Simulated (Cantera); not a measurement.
A perfectly stirred reactor is fed with CH4 : H2O = 1 : 2.7 (molar parts), at 5.00 bar; it is held at 1750 K, and followed from long to short residence time.

Model: GRI-Mech 3.0 (53 species, 325 reactions), integrated in Cantera.

Task: Predict: x(CH4) at τ = 5.10 s; x(H2O) at τ = 5.10 s; x(H) at τ = 5.10 s; x(CH2CO) at τ = 5.10 s; x(CH2O) at τ = 5.10 s; x(CH4) at τ = 95.0 ms; x(H2O) at τ = 95.0 ms; x(H) at τ = 95.0 ms; x(CH2CO) at τ = 95.0 ms; x(CH2O) at τ = 95.0 ms.

Result: 
```
Item                      Result
-----------------------  -------
x(CH4) at τ = 5.10 s     0.00758
x(H2O) at τ = 5.10 s       0.291
x(H) at τ = 5.10 s       7.59e-5
x(CH2CO) at τ = 5.10 s   7.03e-7
x(CH2O) at τ = 5.10 s    3.39e-7
x(CH4) at τ = 95.0 ms     0.0441
x(H2O) at τ = 95.0 ms      0.434
x(H) at τ = 95.0 ms      6.44e-5
x(CH2CO) at τ = 95.0 ms  2.42e-5
x(CH2O) at τ = 95.0 ms   2.54e-6
```
